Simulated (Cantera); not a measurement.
Cantera run:

```python
import numpy as np
import cantera as ct

gas_names = """
    Fe FeO Fe(OH)2 H HNO HNO2 HNO3 HO2 H2 H2O H2O2 N NH NH2 NH3 NH2OH NO NO2 NO3 N2 N2H2 N2H4 N2O O OH
    O2 O3
""".split()
cond_names = """
    Fe(a) Fe(c) Fe(d) Fe(L) FeO(s) FeO(L) Fe(OH)2(s) Fe(OH)3(s) Fe2O3(s) Fe3O4(s) H2O(s) H2O(L)
""".split()


# ... load() reads the species with a 1 bar reference pressure and builds the phases ...
atoms = {
    'Fe': {'Fe': 1},
    'H2O': {'H': 2, 'O': 1},
    'N2': {'N': 2},
}
top_T = {'Fe2O3(s)': 1830, 'Fe3O4(s)': 1870}  # K; cautious upper limits of use, not melting points


# ... equilibrate(T, P, feed) seeds the gas with the atoms and calls Mixture.equilibrate('TP', solver="vcs", rtol=1e-11, max_steps=5000) ...
results = []
feed = {'Fe': 1, 'H2O': 0.31, 'N2': 3}  # mol
T = 1200  # K
P = 1333.22  # Pa
mix = equilibrate(T, P, feed)
results.append((T, P, feed, dict(zip(mix.species_names, mix.species_moles))))
x = sorted(zip(gas.X, gas.species_names), reverse=True)
print(f"T = {T:g} K  P = {P:g} Pa  gas = {mix.phase_moles(0):.4g} mol")
print("   x: " + "  ".join(f"{s} {v:.3e}" for v, s in x if v > 0.001))
print("   condensed (mol): " + ("  ".join(f"{mix.phase(i).name} {mix.phase_moles(i):.4g}"
      for i in range(1, mix.n_phases) if mix.phase_moles(i) > 1e-12) or "none"))
```

Output:

```
T = 1200 K  P = 1333.22 Pa  gas = 3.31 mol
   x: N2 9.063e-01  H2 7.333e-02  H2O 2.032e-02
   condensed (mol): Fe(c) 0.7573  FeO(s) 0.2427
```

Method: chemical equilibrium by Gibbs-energy minimisation in Cantera with the NASA 1993 tables (ideal gas, pure condensed phases). Mutual solubility and eutectic melting of coexisting phases are not modelled. The tables' stoichiometric FeO is somewhat more stable than real wüstite, so its field is too wide. FeO: taken at fixed stoichiometry.
